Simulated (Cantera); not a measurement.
Source: NASA polynomial tables (part measured, part estimated), evaluated in Cantera. Values are per mole of reaction as written; species without (g) are pure solids or liquids, kept so even where they would boil at 1 bar. TaC: taken at fixed stoichiometry.

**Question.** Between 300 and 2825 K, where is each reaction favourable under standard conditions?
- 2 TaO2(g) + C2H6(g) → 2 H2O2(g) + 2 TaC + 2 H(g)

**Answer.** 
- 2 TaO2(g) + C2H6(g) → 2 H2O2(g) + 2 TaC + 2 H(g): ΔG° is 363 kJ at 300 K and 207 kJ at 2825 K; it stays positive (K < 1). ΔH° is 457 kJ and ΔS° 88 J/K at 2825 K.
